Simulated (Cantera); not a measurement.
An adiabatic, constant-volume homogeneous reactor starts with CO : H2 : O2 : N2 = 1 : 0.32 : 0.388 : 1.46 (molar parts), at 1225 K and 1.20 bar. Integrator tolerance rtol = 1e-08.

Detailed kinetics in Cantera: GRI-Mech 3.0 (53 species, 325 reactions).

Task: What does this change do: CO 1 to 1.7 parts?

Result: 
| quantity | before | after |
|---|---|---|
| time of steepest temperature rise | 48.9 µs | 58.4 µs |
| temperature at 2.00 s | 2913 K | 2840 K |
| equilibrium temperature | 2913 K | 2840 K |
| x(CO) at 2.00 s | 0.208 (gas-phase equilibrium 0.208) | 0.340 (gas-phase equilibrium 0.340) |
| x(H2) at 2.00 s | 0.0169 (gas-phase equilibrium 0.0169) | 0.0210 (gas-phase equilibrium 0.0210) |
| x(O2) at 2.00 s | 0.0102 (gas-phase equilibrium 0.0102) | 0.00221 (gas-phase equilibrium 0.00221) |
| x(N2O) at 2.00 s | 5.49e-7 (gas-phase equilibrium 5.49e-7) | 1.87e-7 (gas-phase equilibrium 1.87e-7) |
| x(NO2) at 2.00 s | 1.65e-6 (gas-phase equilibrium 1.65e-6) | 3.08e-7 (gas-phase equilibrium 3.08e-7) |
| x(NO) at 2.00 s | 0.00758 (gas-phase equilibrium 0.00758) | 0.00290 (gas-phase equilibrium 0.00290) |

Task: What does this change do: initial temperature 1225 to 1200 K?

Result: 
| quantity | before | after |
|---|---|---|
| time of steepest temperature rise | 48.9 µs | 55.8 µs |
| temperature at 2.00 s | 2913 K | 2908 K |
| equilibrium temperature | 2913 K | 2908 K |
| x(CO) at 2.00 s | 0.208 (gas-phase equilibrium 0.208) | 0.207 (gas-phase equilibrium 0.207) |
| x(H2) at 2.00 s | 0.0169 (gas-phase equilibrium 0.0169) | 0.0169 (gas-phase equilibrium 0.0169) |
| x(O2) at 2.00 s | 0.0102 (gas-phase equilibrium 0.0102) | 0.00983 (gas-phase equilibrium 0.00983) |
| x(N2O) at 2.00 s | 5.49e-7 (gas-phase equilibrium 5.49e-7) | 5.41e-7 (gas-phase equilibrium 5.41e-7) |
| x(NO2) at 2.00 s | 1.65e-6 (gas-phase equilibrium 1.65e-6) | 1.60e-6 (gas-phase equilibrium 1.60e-6) |
| x(NO) at 2.00 s | 0.00758 (gas-phase equilibrium 0.00758) | 0.00740 (gas-phase equilibrium 0.00740) |
